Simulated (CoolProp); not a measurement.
The numbers come from the reference Helmholtz-energy equation of state, Lemmon 2004 in CoolProp. It is a short technical equation, of lower accuracy than the large ones.

Question: For n-dodecane, give the phase and the speed of sound (m/s), expansivity (1/kK), viscosity (µPa s) at 620 K and 629 kPa; 620 K and 1680 kPa.

Answer: 
- 620 K and 629 kPa: gas; speed of sound 141, expansivity 3.47, viscosity 9.66
- 620 K and 1680 kPa: liquid; speed of sound 256, expansivity 4.44, viscosity 65.6

Viscosity comes from a separate model (Huber 2004).
